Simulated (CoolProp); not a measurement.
200 sccm (0 °C, 1 atm) of nitrogen bubbles through liquid n-decane at 372.1 K and leaves saturated at a total pressure of 0.15 MPa (ideal gas phase). Each further row changes one setting.

Values from CoolProp's reference Helmholtz-energy equation of state, Lemmon 2006. It is a short technical equation, of lower accuracy than the large ones.

```csv
case,vapour pressure (kPa),mole fraction of vapour,delivery (mg/min),delivery (sccm),change of delivery for a bath 1 K warmer (%)
as stated,9.18,[?],[?],[?],4.4
bath temperature 377.1 K,[?],0.0745,102,[?],4.3
total pressure 0.3 MPa,9.18,[?],[?],6.31,[?]
```

Task: Some entries are withheld; supply them.

Result: 
- as stated, mole fraction of vapour: 0.0612
- as stated, delivery (mg/min): 82.7
- as stated, delivery (sccm): 13.0
- bath temperature 377.1 K, vapour pressure (kPa): 11.2
- bath temperature 377.1 K, delivery (sccm): 16.1
- total pressure 0.3 MPa, mole fraction of vapour: 0.0306
- total pressure 0.3 MPa, delivery (mg/min): 40.1
- total pressure 0.3 MPa, change of delivery for a bath 1 K warmer (%): 4.2
